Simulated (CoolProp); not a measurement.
Vapour pressure (bar) of o-xylene: the reference equation beside estimates from Tc = 630.3 K, pc = 37.37 bar, ω = 0.312.

The numbers come from the reference Helmholtz-energy equation of state, Zhou 2012 in CoolProp.

| T (K) | reference | van der Waals | Redlich-Kwong |
|---|---|---|---|
| 484.3 | 4.498 | 11.86 | 6.853 |
| 494.7 | 5.447 | 13.11 | 8.015 |
| 505 | 6.530 | 14.43 | 9.295 |
| 515.4 | 7.780 | ? | 10.72 |
| 525.8 | 9.203 | 17.35 | 12.29 |
| 536.1 | 10.80 | 18.91 | 14.00 |
| 546.5 | 12.61 | 20.59 | 15.87 |
| 556.9 | ? | 22.34 | ? |
| 567.2 | 16.90 | 24.18 | ? |
| 577.6 | 19.44 | 26.11 | 22.47 |
| 587.9 | ? | 28.13 | 25.00 |
| 598.3 | ? | 30.25 | 27.74 |
| 608.7 | 28.88 | ? | 30.67 |
| 619 | ? | 34.76 | 33.77 |

### Question
What belongs in the gaps?

### Answer

- 515.4, van der Waals: 15.85
- 556.9, reference: 14.64
- 556.9, Redlich-Kwong: 17.91
- 567.2, Redlich-Kwong: 20.10
- 587.9, reference: 22.24
- 598.3, reference: 25.38
- 608.7, van der Waals: 32.47
- 619, reference: 32.73

Absolute difference from the reference over all 14 rows, mean and median: van der Waals 67.9 and 57.9 %, Redlich-Kwong 25.5 and 24.1 %.
